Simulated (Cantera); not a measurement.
A closed system holds: 1 mol FeS, 0.67 mol SO₂, 0.062 mol O₂, equilibrated at 0.120 bar.

Cantera equilibrium calculation (NASA polynomials, part measured and part estimated; ideal gas, pure solids and liquids). Candidate condensed phases: Fe, FeO, FeS, FeSO₄, FeS₂, Fe₂O₃, Fe₂(SO₄)₃, Fe₃O₄, S; 12 gas species. Metal and sulfide melt together well below either melting point, which pure phases cannot show. Mutual solubility and eutectic melting of coexisting phases are not modelled. The tables' stoichiometric FeO is somewhat more stable than real wüstite, so its field is too wide. FeO, FeS: taken at fixed stoichiometry. Gases not in the tables: S₃ to S₇. Equilibrium is a limit: real reactors are often held back by kinetics, nucleation or transport.

x: gas mole fraction; n: condensed amount in mol.

```json
[
 {"T (K)": "948", "x SO₂": "0.969", "x S₂": "0.0282", "x SO": "2.03e-5", "x S₂O": "0.00238", "x S": "8.07e-10", "n FeS(s)": "0.937", "n Fe₃O₄(s)": "0.0209", "n FeO(s)": "0", "n FeS(l)": "0"},
 {"T (K)": "1023", "x SO₂": "0.957", "x S₂": "(withheld)", "x SO": "(withheld)", "x S₂O": "(withheld)", "x S": "(withheld)", "n FeS(s)": "0.926", "n Fe₃O₄(s)": "(withheld)", "n FeO(s)": "0", "n FeS(l)": "0"},
 {"T (K)": "1098", "x SO₂": "0.942", "x S₂": "0.0547", "x SO": "0.000194", "x S₂O": "0.00361", "x S": "4.75e-8", "n FeS(s)": "0.914", "n Fe₃O₄(s)": "0.0288", "n FeO(s)": "0", "n FeS(l)": "0"},
 {"T (K)": "1173", "x SO₂": "0.924", "x S₂": "0.0711", "x SO": "0.000481", "x S₂O": "0.00424", "x S": "2.47e-7", "n FeS(s)": "0.899", "n Fe₃O₄(s)": "0.0338", "n FeO(s)": "0", "n FeS(l)": "0"},
 {"T (K)": "1248", "x SO₂": "0.905", "x S₂": "0.0893", "x SO": "0.00106", "x S₂O": "0.00486", "x S": "1.05e-6", "n FeS(s)": "0.882", "n Fe₃O₄(s)": "0.0393", "n FeO(s)": "0", "n FeS(l)": "0"},
 {"T (K)": "1323", "x SO₂": "0.884", "x S₂": "(withheld)", "x SO": "(withheld)", "x S₂O": "(withheld)", "x S": "(withheld)", "n FeS(s)": "0.864", "n Fe₃O₄(s)": "(withheld)", "n FeO(s)": "0", "n FeS(l)": "0"},
 {"T (K)": "1398", "x SO₂": "0.842", "x S₂": "0.148", "x SO": "0.00408", "x S₂O": "0.00657", "x S": "1.27e-5", "n FeS(s)": "0.805", "n Fe₃O₄(s)": "0", "n FeO(s)": "0.195", "n FeS(l)": "0"},
 {"T (K)": "1473", "x SO₂": "0.782", "x S₂": "0.202", "x SO": "0.00725", "x S₂O": "0.00789", "x S": "3.84e-5", "n FeS(s)": "0", "n Fe₃O₄(s)": "0", "n FeO(s)": "0.256", "n FeS(l)": "0.744"},
 {"T (K)": "1548", "x SO₂": "0.744", "x S₂": "0.235", "x SO": "0.0119", "x S₂O": "0.00848", "x S": "9.77e-5", "n FeS(s)": "0", "n Fe₃O₄(s)": "0", "n FeO(s)": "0.294", "n FeS(l)": "0.706"}
]
```

Question: Fill in the missing entries.

Answer: 
- 1023, x S₂: 0.0402
- 1023, x SO: 6.82e-5
- 1023, x S₂O: 0.00298
- 1023, x S: 7.18e-9
- 1023, n Fe₃O₄(s): 0.0245
- 1323, x S₂: 0.109
- 1323, x SO: 0.00214
- 1323, x S₂O: 0.00545
- 1323, x S: 3.78e-6
- 1323, n Fe₃O₄(s): 0.0452
